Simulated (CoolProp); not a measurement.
The numbers come from the reference Helmholtz-energy equation of state, Thol 2014 in CoolProp.

### Question
For chloromethane (R40), give the phase and the Z, fugacity coefficient at 500 K and 144 bar.

### Answer
- 500 K and 144 bar: supercritical; Z 0.561, fugacity coefficient 0.641
